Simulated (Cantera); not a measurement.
A perfectly stirred reactor is fed with 90.9 % NO, 9.09 % N₂, at 105 Torr; it is held at 2100 K, and followed from long to short residence time.

Model: GRI-Mech 3.0 (53 species, 325 reactions), integrated in Cantera.

Predict: x(NO) at τ = 1.20 s; x(N₂O) at τ = 1.20 s; x(N₂) at τ = 1.20 s; x(O) at τ = 1.20 s; x(NO₂) at τ = 1.20 s; x(NO) at τ = 60.0 ms; x(N₂O) at τ = 60.0 ms; x(N₂) at τ = 60.0 ms; x(O) at τ = 60.0 ms; x(NO₂) at τ = 60.0 ms.


```json
{
  "x(NO) at τ = 1.20 s": "0.342",
  "x(N₂O) at τ = 1.20 s": "3.79e-5",
  "x(N₂) at τ = 1.20 s": "0.374",
  "x(O) at τ = 1.20 s": "0.00203",
  "x(NO₂) at τ = 1.20 s": "0.000217",
  "x(NO) at τ = 60.0 ms": "0.854",
  "x(N₂O) at τ = 60.0 ms": "0.000292",
  "x(N₂) at τ = 60.0 ms": "0.118",
  "x(O) at τ = 60.0 ms": "0.000838",
  "x(NO₂) at τ = 60.0 ms": "0.000187"
}
```
